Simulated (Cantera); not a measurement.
# Pyrogenic steam for wet oxidation

A perfectly stirred reactor is fed with 20.1 % H2, 27.5 % O2, 52.3 % N2, equivalence ratio 0.36, at 13300 Pa; it is held at 1073 K, and followed from long to short residence time.

Cantera simulation using GRI-Mech 3.0 (53 species, 325 reactions); the numbers are that mechanism's predictions, not measurements. The temperature is held fixed by assumption; the heat of reaction is taken as removed at once.

| τ (s) | x H2 | x O2 | x HO2 | x H | x NO |
|---|---|---|---|---|---|
| 18 | 7.32e-5 | 0.194 | 2.24e-6 | 8.80e-7 | 6.50e-8 |
| 6.0 | 0.000154 | 0.194 | 4.25e-6 | 2.65e-6 | 4.54e-8 |
| 2.0 | 0.000319 | 0.195 | 7.59e-6 | 7.99e-6 | 3.51e-8 |
| 0.67 | 0.000649 | 0.195 | 1.24e-5 | 2.39e-5 | 3.54e-8 |
| 0.23 | 0.00127 | 0.195 | 1.83e-5 | 6.94e-5 | 4.96e-8 |
| 0.076 | 0.00246 | 0.195 | 2.50e-5 | 0.000209 | 8.72e-8 |
| 0.026 | 0.00456 | 0.196 | 3.10e-5 | 0.000602 | 1.60e-7 |
| 0.0086 | 0.00844 | 0.197 | 3.60e-5 | 0.00177 | 2.95e-7 |
| 0.0029 | 0.0152 | 0.199 | 3.91e-5 | 0.00495 | 5.06e-7 |
| 0.00097 | 0.0273 | 0.203 | 3.99e-5 | 0.0129 | 7.66e-7 |
| 0.00032 | 0.0487 | 0.211 | 3.78e-5 | 0.0282 | 8.49e-7 |
x: mole fraction; the columns are a selection and need not sum to one.
